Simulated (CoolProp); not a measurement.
Methane at 367.79 K and 2.53 MPa flows at 16 m/s in a round tube of 12.7 mm bore and 1.5 µm roughness, fully developed (64/Re and Nu = 3.66 if laminar; Colebrook and Gnielinski if turbulent). Each further row changes one setting.

Computed with CoolProp (reference Helmholtz-energy equation of state, Setzmann 1991).

| case | Reynolds number | Darcy friction factor | pressure drop (Pa/m) | heat-transfer coefficient (W/(m² K)) | mass flow (kg/h) |
|---|---|---|---|---|---|
| as stated | 201000 | 0.0165 | 2250 | 1240 | 98.6 |
| velocity 32 m/s | 402000 | 0.0150 | 8170 | 2250 | 197 |
| diameter 25.4 mm | 402000 | 0.0144 | 980 | 1080 | 394 |

Viscosity comes from a separate model (Quiñones-Cisneros 2006). Thermal conductivity comes from a separate model (Friend 1989).
